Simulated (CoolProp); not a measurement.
Saturated liquid density (kg/m³) of carbonyl sulfide: the reference equation beside estimates from Tc = 378.8 K, pc = 6369 kPa, ω = 0.098. Rackett uses Z = 0.29056 − 0.08775 ω.

Computed with CoolProp (reference Helmholtz-energy equation of state, Lemmon 2006). It is a short technical equation, of lower accuracy than the large ones.

| T (K) | reference | Rackett | Redlich-Kwong | Soave-Redlich-Kwong |
|---|---|---|---|---|
| 294.5 | 1001 | 982.2 | 914.5 | 926.5 |
| 303.4 | 974.7 | 957.1 | 883.4 | 896.0 |
| 312.4 | 946.6 | 930.2 | 849.8 | 862.9 |
| 321.3 | 916.7 | 901.8 | 814.2 | 827.5 |
| 330.2 | 884.3 | 871.1 | 775.6 | 788.9 |
| 339.1 | 848.5 | 837.3 | 733.4 | 746.2 |
| 348 | 808.1 | 799.2 | 686.4 | 698.4 |
| 356.9 | 760.9 | 754.6 | 632.5 | 643.2 |

Absolute difference from the reference over all 8 rows, mean and median: Rackett 1.5 and 1.6 %, Redlich-Kwong 12.2 and 11.7 %, Soave-Redlich-Kwong 10.7 and 10.3 %.
